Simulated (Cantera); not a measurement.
Equilibrium for boron, boron nitride and boron oxide: borazine + H2O + N2

A closed system holds: 1 mol borazine, 0.46 mol H2O, 0.22 mol N2, at 0.00720 bar.

Equilibrium computed with Cantera from the NASA thermochemical tables; the gas is ideal and each condensed phase is pure. Candidate condensed phases: B, BN, B2O3, B3O3H3, H2O; 39 gas species. The feed counts by its element totals alone. Mutual solubility and eutectic melting of coexisting phases are not modelled. The tables' values for BH2 are old estimates; treat these amounts as uncertain. Kinetics and transport are ignored.

```tsv
T (K)	x H2	x N2	x H	x HBO	x BO	x B2O2	x B2O3	x HBO2	n BN(s)	n B2O3(l)	n B(s)
825	0.902	0.0971	8.88e-11	2.74e-11	<1e-12	<1e-12	<1e-12	9.87e-8	2.70	0.152	0
975	0.902	0.0972	1.28e-8	2.04e-8	<1e-12	<1e-12	1.36e-10	5.05e-6	2.70	0.152	0
1125	0.902	0.0972	4.97e-7	2.51e-6	7.12e-11	2.04e-10	9.26e-8	8.48e-5	2.70	0.152	0
1275	0.901	0.0971	8.25e-6	9.65e-5	3.33e-8	1.58e-7	1.28e-5	0.000701	2.70	0.150	0
1425	0.897	0.0966	7.61e-5	0.00168	4.17e-6	2.91e-5	0.000596	0.00358	2.70	0.139	0
1575	0.859	0.0955	0.000454	0.0164	0.000203	0.00192	0.0129	0.0128	2.68	0.0406	0
1725	0.823	0.101	0.00199	0.0435	0.00204	0.0101	0.0115	0.00629	2.61	0	0
1875	0.798	0.106	0.00690	0.0610	0.00867	0.0155	0.00245	0.00132	2.56	0	0
2025	0.778	0.106	0.0200	0.0606	0.0221	0.0124	0.000268	0.000192	2.54	0	0
2175	0.681	0.180	0.0475	0.0446	0.0386	0.00626	2.51e-5	2.76e-5	1.73	0	0.805
2325	0.531	0.294	0.0945	0.0247	0.0484	0.00207	2.85e-6	5.49e-6	0	0	2.51
```
x: gas mole fraction; n: condensed amount in mol.

From 825 K to 1575 K the condensed part is BN(s) + B2O3(l). From 1725 K to 2025 K the condensed part is BN(s). At 2175 K the condensed part is B(s) + BN(s). At 2325 K the condensed part is B(s). The main B-bearing gas is (HBO2)3 at 825 K and BO at 2325 K.
